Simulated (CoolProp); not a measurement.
Vapour-liquid equilibrium of isohexane (1) + n-heptane (2) at 402.6 K; x and y are mole fractions of (1).

The numbers come from the multi-fluid Helmholtz-energy mixture model, Lemmon 2006 and Span 2003; pair parameters Bell 2016 in CoolProp.

### Question
Give the bubble pressure and the first vapour's composition at x = 0.2, 0.35, 0.65. Is there an azeotrope?

### Answer
x = 0.2: 302.0 kPa, y = 0.364; x = 0.35: 354.6 kPa, y = 0.549; x = 0.65: 464.0 kPa, y = 0.805. No azeotrope shows between x = 0.05 and 0.95.

The pair parameters rest on a limited set of measurements; away from them the model extrapolates.
